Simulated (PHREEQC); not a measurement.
PHREEQC input (ion-association model, wateq4f.dat):

```
SOLUTION_MASTER_SPECIES
  Tma  Tma+  0  Tma  74.145  # tetramethylammonium, taken as a free cation
  Amm  AmmH+  0  AmmH  17.031  # ammonia with no redox link, constants of NH4+
SOLUTION_SPECIES
  Tma+ = Tma+
    -log_k 0
    -gamma 4.0 0
  AmmH+ = AmmH+
    -log_k 0
  AmmH+ = Amm + H+
    -log_k -9.252
    -delta_h 12.48 kcal
    -analytic 0.6322 -0.001225 -2835.76
    -gamma 2.5 0.0
  AmmH+ + SO4-2 = AmmHSO4-
    -log_k 1.11
    -gamma 5.0 0.0
PHASES
  Amm(g)
    Amm = Amm
    -log_k 1.770
    -delta_h -8.170 kcal
EXCHANGE_SPECIES
  AmmH+ + X- = AmmHX
    -log_k 0.6
SOLUTION 1
  temp 25
  units mol/kgw
  pH 7 charge
  F 0.0467
  Na 0.0077
  Cl 0.0013
SOLUTION 2
  temp 25
  units mol/kgw
  pH 7 charge
  Amm 0.0063
  Si 8e-05
  Na 0.00016
  Cl 0.1
  Tma 0.1
END
SELECTED_OUTPUT 1
  -reset false
  -pH true
  -pe true
  -ionic_strength true
  -water true
  -totals Amm Cl F Na Si Tma
  -molalities H+ Cl- F- Na+ H4SiO4 H3SiO4- H2SiO4-2 O2 OH- SiF6-2
    HF HF2- H2F2 NaF AmmH+ Amm Tma+
  -equilibrium_phases Quartz Halite
PRINT
  -reset false
MIX 1
  1 1
  2 0
EQUILIBRIUM_PHASES 1
  Quartz 0 0
  Halite 0 0
  O2(g) -0.68 10
END
# ... the last block is repeated for the other 20 points of share of solution B
```

Selected output (columns that matter, 14 of 21 rows; share of solution B added in front):

```
share of solution B	pH	mu	Amm	Cl	F	Na	Si	Tma	m_H+	m_Cl-	m_F-	m_Na+	m_H4SiO4	m_H3SiO4-
0	2.5581	0.010706	0	0.0013	0.0467	0.0077	0	0	0.0030358	0.0013	0.0083987	0.0076701	0	0
0.1	2.5901	0.020451	0.00063	0.01117	0.04203	0.006946	8e-06	0.01	0.0028918	0.01117	0.0083617	0.006921	4.8429e-13	3.2158e-20
0.15	2.6091	0.025296	0.000945	0.016105	0.039695	0.006569	1.2e-05	0.015	0.0027928	0.016105	0.0083186	0.0065461	9.2206e-13	6.4887e-20
0.25	2.6539	0.034946	0.001575	0.025975	0.035025	0.005815	2e-05	0.025	0.0025556	0.025975	0.0081957	0.0057959	2.6789e-12	2.1406e-19
0.3	2.6802	0.039754	0.00189	0.03091	0.03269	0.005438	2.4e-05	0.03	0.0024196	0.03091	0.0081177	0.0054206	4.4412e-12	3.8101e-19
0.4	2.7432	0.049336	0.00252	0.04078	0.02802	0.004684	3.2e-05	0.04	0.0021144	0.04078	0.0079293	0.0046699	1.2693e-11	1.2825e-18
0.45	2.7814	0.05411	0.002835	0.045715	0.025685	0.004307	3.6e-05	0.045	0.0019449	0.045715	0.0078182	0.0042944	2.2515e-11	2.505e-18
0.55	2.878	0.063621	0.003465	0.055585	0.021015	0.003553	4.4e-05	0.055	0.0015693	0.055585	0.0075584	0.0035432	8.4879e-11	1.1979e-17
0.6	2.9412	0.068356	0.00378	0.060519	0.01868	0.003176	4.8e-05	0.059999	0.0013614	0.060519	0.0074074	0.0031675	1.9011e-10	3.1259e-17
0.7	3.1249	0.077779	0.00441	0.070389	0.01401	0.002422	5.5999e-05	0.069999	0.00089759	0.070389	0.0070539	0.002416	1.6618e-09	4.2264e-16
0.75	3.275	0.082461	0.0047249	0.075324	0.011675	0.002045	5.9999e-05	0.074999	0.00063708	0.075324	0.0068461	0.0020401	8.6067e-09	3.1123e-15
0.85	4.2721	0.091729	0.005355	0.085194	0.0070049	0.001291	6.7999e-05	0.084999	6.4471e-05	0.085194	0.0064578	0.0012882	4.5582e-05	1.6567e-10
0.9	9.0028	0.094823	0.00567	0.090129	0.00467	0.00091399	7.1999e-05	0.089999	1.2007e-09	0.090129	0.0046685	0.00091255	6.0188e-05	1.181e-05
1	10.55	0.10054	0.0063	0.1	0	0.00016	8e-05	0.1	3.416e-11	0.1	0	0.00016	1.0004e-05	6.966e-05
```

(CH3)4N+ isn't in the database: it is added as a free cation with an ion size of 4 Å. wateq4f.dat counts part of the HF as a dimer, H2F2, which phreeqc.dat doesn't know; its constant is uncertain. SiF6-2 is the database's only silicon fluoride.
